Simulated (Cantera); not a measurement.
# Catalytic stagnation flow on Pt

A jet of H2 : O2 : N2 = 0.013 : 0.067 : 0.79 (molar parts) at 300 K and 0.168 atm hits a platinum plate 3 cm away at a mass flux of 0.12 kg/m²/s; the plate temperature is set and raised in steps from an oxygen-covered start.

Cantera simulation using Deutschmann's 1995 Pt surface mechanism with GRI-Mech 3.0 gas chemistry; the numbers are that mechanism's predictions, not measurements. Catalytic surfaces can have several steady states; this one follows from the mechanism file's or the stated starting coverage.

```json
[
 {"plate T (K)": "600", "wall x H2": "0.00170", "wall x O2": "0.0627", "wall x H2O": "0.0258", "wall x OH": "<1e-8", "θ free Pt": "0.0445", "θ O*": "0.950", "θ OH*": "0.00594"},
 {"plate T (K)": "650", "wall x H2": "0.00168", "wall x O2": "0.0628", "wall x H2O": "0.0257", "wall x OH": "<1e-8", "θ free Pt": "0.0469", "θ O*": "0.949", "θ OH*": "0.00399"},
 {"plate T (K)": "700", "wall x H2": "0.00160", "wall x O2": "0.0627", "wall x H2O": "0.0257", "wall x OH": "<1e-8", "θ free Pt": "0.0518", "θ O*": "0.945", "θ OH*": "0.00289"},
 {"plate T (K)": "750", "wall x H2": "0.00133", "wall x O2": "0.0625", "wall x H2O": "0.0261", "wall x OH": "<1e-8", "θ free Pt": "0.0659", "θ O*": "0.932", "θ OH*": "0.00236"},
 {"plate T (K)": "800", "wall x H2": "0.000965", "wall x O2": "0.0621", "wall x H2O": "0.0266", "wall x OH": "<1e-8", "θ free Pt": "0.0964", "θ O*": "0.901", "θ OH*": "0.00214"}
]
```
x: mole fraction at the wall; θ: surface coverage.
